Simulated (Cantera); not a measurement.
A Cantera script and what it prints.

```python
import numpy as np
import cantera as ct

gas_names = """
    H HNO HNO2 HNO3 HO2 H2 H2O H2O2 N NH NH2 NH3 NH2OH NO NO2 NO3 N2 N2H2 N2H4 N2O O OH O2 O3 Si SiH
    SiH2 SiH3 SiH4 SiN SiO SiO2 Si2 Si2N Si3
""".split()
cond_names = """
    H2O(s) H2O(L) Si(cr) Si(L) SiO2(Lqz) SiO2(hqz) SiO2(L) Si2N2O(s) Si3N4(a)
""".split()


# ... load() reads the species with a 1 bar reference pressure and builds the phases ...
atoms = {
    'Si3N4': {'Si': 3, 'N': 4},
    'O2': {'O': 2},
    'H2': {'H': 2},
}
top_T = {'Si2N2O(s)': 2100, 'Si3N4(a)': 2400}  # K; cautious upper limits of use, not melting points


# ... equilibrate(T, P, feed) seeds the gas with the atoms and calls Mixture.equilibrate('TP', solver="vcs", rtol=1e-11, max_steps=5000) ...
results = []
feed = {'Si3N4': 1, 'O2': 0.92, 'H2': 24}  # mol
P = 1000  # Pa
for T in [1298, 1348, 1398, 1448, 1498, 1548, 1598, 1648, 1698]:
    mix = equilibrate(T, P, feed)
    results.append((T, P, feed, dict(zip(mix.species_names, mix.species_moles))))
    x = sorted(zip(gas.X, gas.species_names), reverse=True)
    print(f"T = {T:g} K  P = {P:g} Pa  gas = {mix.phase_moles(0):.4g} mol")
    print("   x: " + "  ".join(f"{s} {v:.3e}" for v, s in x if v > 1e-06))
    print("   condensed (mol): " + ("  ".join(f"{mix.phase(i).name} {mix.phase_moles(i):.4g}"
          for i in range(1, mix.n_phases) if mix.phase_moles(i) > 1e-12) or "none"))
```

Result:

```
T = 1298 K  P = 1000 Pa  gas = 24.61 mol
   x: H2 9.750e-01  N2 2.491e-02  H2O 2.867e-05  H 1.058e-05  SiO 6.621e-06
   condensed (mol): SiO2(hqz) 0.2261  Si2N2O(s) 1.387
T = 1348 K  P = 1000 Pa  gas = 24.61 mol
   x: H2 9.750e-01  N2 2.492e-02  SiO 3.750e-05  H2O 3.294e-05  H 2.285e-05
   condensed (mol): SiO2(hqz) 0.2258  Si2N2O(s) 1.387
T = 1398 K  P = 1000 Pa  gas = 24.62 mol
   x: H2 9.748e-01  N2 2.496e-02  SiO 1.870e-04  H 4.672e-05  H2O 3.745e-05
   condensed (mol): SiO2(hqz) 0.2245  Si2N2O(s) 1.385
T = 1448 K  P = 1000 Pa  gas = 24.64 mol
   x: H2 9.739e-01  N2 2.515e-02  SiO 8.308e-04  H 9.096e-05  H2O 4.224e-05
   condensed (mol): SiO2(hqz) 0.2191  Si2N2O(s) 1.38
T = 1498 K  P = 1000 Pa  gas = 24.72 mol
   x: H2 9.706e-01  N2 2.589e-02  SiO 3.308e-03  H 1.693e-04  H2O 4.746e-05
   condensed (mol): SiO2(hqz) 0.1986  Si2N2O(s) 1.36
T = 1548 K  P = 1000 Pa  gas = 25.01 mol
   x: H2 9.595e-01  N2 2.843e-02  SiO 1.176e-02  H 3.016e-04  H2O 5.363e-05
   condensed (mol): SiO2(hqz) 0.1278  Si2N2O(s) 1.289
T = 1598 K  P = 1000 Pa  gas = 25.52 mol
   x: H2 9.400e-01  N2 3.288e-02  SiO 2.658e-02  H 5.161e-04  H2O 3.007e-05
   condensed (mol): Si2N2O(s) 1.161
T = 1648 K  P = 1000 Pa  gas = 25.53 mol
   x: H2 9.396e-01  N2 3.290e-02  SiO 2.663e-02  H 8.632e-04  Si 4.451e-06  H2O 3.381e-06  SiH2 1.376e-06
   condensed (mol): Si2N2O(s) 1.16
T = 1698 K  P = 1000 Pa  gas = 25.56 mol
   x: H2 9.384e-01  N2 3.318e-02  SiO 2.692e-02  H 1.401e-03  Si 6.567e-05  SiH2 1.311e-05  SiH 9.907e-06  Si2N 1.320e-06
   condensed (mol): Si(L) 0.005679  Si2N2O(s) 1.152
```

Equilibrium computed with Cantera from the NASA thermochemical tables; the gas is ideal and each condensed phase is pure. Mutual solubility and eutectic melting of coexisting phases are not modelled. The tables hold silica as quartz up to 1696 K and as liquid above; real silica turns to tridymite and cristobalite and melts near 1996 K. Gases not in the tables: Si2H6 and higher silanes.
